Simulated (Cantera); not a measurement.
Feed: 1 mol C3H6, 0.032 mol NH3, at 852 °C and 1.90 bar.

These are equilibrium values from Cantera (NASA tables, ideal gas, pure condensed phases), not measurements of a reactor. Candidate condensed phases: C, C6H6, C7H8, C8H18; 92 gas species. Kinetics and transport are ignored.

### Question
What is the equilibrium state?

### Answer
```json
{
  "x(H2)": "0.945",
  "x(CH4)": "0.0490",
  "x(N2)": "0.00546",
  "x(NH3)": "3.58e-5",
  "x(HCN)": "2.21e-6",
  "x(C2H4)": "1.66e-6",
  "x(C2H6)": "1.20e-6",
  "n(C(graphite))": "2.86 mol",
  "gas_amount": "2.921 mol"
}
```
